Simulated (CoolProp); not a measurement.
c-C4F8 (RC318) at 298.15 K and 0.13 MPa is compressed adiabatically to 0.489 MPa with isentropic efficiency 0.9. Each further row changes one setting.

Values from CoolProp's reference Helmholtz-energy equation of state, Platzer 1990. This equation is an older, rougher fit.

```tsv
case	work (kJ/kg)	final temperature (K)	final density (kg/m³)
as stated	17.6	[?]	[?]
efficiency 1	[?]	[?]	[?]
efficiency 0.65	[?]	[?]	[?]
```

Task: Fill in the missing entries.

Result: 
- as stated, final temperature (K): 324.9
- as stated, final density (kg/m³): 41.1
- efficiency 1, work (kJ/kg): 15.8
- efficiency 1, final temperature (K): 322.9
- efficiency 1, final density (kg/m³): 41.5
- efficiency 0.65, work (kJ/kg): 24.3
- efficiency 0.65, final temperature (K): 332.6
- efficiency 0.65, final density (kg/m³): 39.7
